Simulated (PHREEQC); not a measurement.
Copper plating or etch bath: speciation

Consider water at 20 °C with 21 mmol/kgw Cu(NO3)2 and 20 mmol/kgw H3BO3. It is in equilibrium with CO2 at log p = -1 (atm). Otherwise closed; pH follows from the charge balance.

Equilibrium calculation in PHREEQC: ion-association model, phreeqc.dat.

No solid was allowed to form.

Task: Predict the pH, specific conductance, density.

Result: pH 4.00; specific conductance 3840 µS/cm; density 1.002 g/cm³.

Task: In which forms is C present?

Result: CO2 97 %, CuHCO3+ 2.4 % of the C.

Complexes and solids missing from the database can't appear.
